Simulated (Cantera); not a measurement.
Input: 1 mol PbI2, 6.5 mol H2, held at 10000 Pa.

Cantera equilibrium calculation (NASA polynomials, part measured and part estimated; ideal gas, pure solids and liquids). Candidate condensed phases: I2, Pb, PbI2; 10 gas species. The tables' values for PbI4 are old estimates; treat these amounts as uncertain. The numbers say what is thermodynamically allowed, not how fast it happens.

### Question
At 1002 °C, list the 5 most abundant gas species with their mole fractions, and the condensed phases.

### Answer
H2 0.837, PbI2 0.0929, PbI 0.0289, HI 0.0249, I 0.00784. Condensed: gas only.
